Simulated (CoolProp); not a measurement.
n-decane along the isotherm 620 K: fugacity coefficient from the reference equation and from simpler models built on Tc = 617.7 K, pc = 2101 kPa, ω = 0.488; each cubic takes its own stable root.

Values from CoolProp's reference Helmholtz-energy equation of state, Lemmon 2006. It is a short technical equation, of lower accuracy than the large ones.

```csv
p (kPa),phase,reference
242,gas,0.9598
485,gas,0.9200
727,gas,0.8806
970,gas,0.8414
1210,gas,0.8027
1450,gas,0.7639
1700,gas,0.7230
1940,gas,0.6825
2180,supercritical,0.6375
2420,supercritical,0.5864
2670,supercritical,0.5420
2910,supercritical,0.5063
3150,supercritical,0.4759
```

Question: How far does each simpler model (van der Waals, Redlich-Kwong, Peng-Robinson) lie from the reference over these 13 states: mean and median of the absolute difference, and the worst?

Answer: 
- van der Waals: mean 5.7 %, median 5.4 %, worst +11.7 % at 620 K and 3150 kPa
- Redlich-Kwong: mean 2.2 %, median 1.8 %, worst +5.3 % at 620 K and 3150 kPa
- Peng-Robinson: mean 0.7 %, median 0.8 %, worst +1.1 % at 620 K and 3150 kPa
